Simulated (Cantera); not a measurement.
Feed: 1 mol SiC, 0.0046 mol Si, 4.7 mol H₂, at 2425 K and 0.100 bar.

Equilibrium computed with Cantera from the NASA thermochemical tables; the gas is ideal and each condensed phase is pure. Candidate condensed phases: C, C₆H₆, C₇H₈, C₈H₁₈, Si, SiC; 87 gas species. Gases not in the tables: Si₂H₆ and higher silanes. Equilibrium is a limit: real reactors are often held back by kinetics, nucleation or transport.

Base state: H₂ 0.932, H 0.0546, Si 0.00742, C₂H₂ (acetylene) 0.00373, Si₂C 0.000870, SiC₂ 0.000790, SiH 0.000673, SiH₂ 0.000201 (mole fractions); condensed: SiC(s).

### Question
What changes in the equilibrium state with this change: temperature from 2425 K to 1448.15 K?

### Answer
```
species             before    after
----------------  --------  -------
H₂                   0.932    1.000
H                   0.0546  2.92e-5
CH₄                1.06e-5  1.97e-6
Si                 0.00742  2.94e-8
SiH₂              0.000201  7.50e-7
C₂H₂ (acetylene)   0.00373    <1e-9
Si₂C              0.000870    <1e-9
SiC(s), mol          0.951    1.000
Si(s), mol               0  0.00460
```
Mutual solubility and eutectic melting of coexisting phases are not modelled.

### Question
What changes in the equilibrium state with this change: pressure from 0.100 bar to 4.00e-5 bar?

### Answer
| species | before | after |
|---|---|---|
| H | 0.0546 | 0.808 |
| Si | 0.00742 | 0.0859 |
| H₂ | 0.932 | 0.0815 |
| SiC₂ | 0.000790 | 0.0178 |
| CH₄ | 1.06e-5 | <1e-9 |
| C₃ | 5.47e-7 | 0.00373 |
| C₂ | 6.94e-8 | 0.000339 |
| C | 4.12e-7 | 0.00144 |
| SiH₂ | 0.000201 | 8.15e-8 |
| SiC(s), mol | 0.951 | 0 |
| C(graphite), mol | 0 | 0.506 |
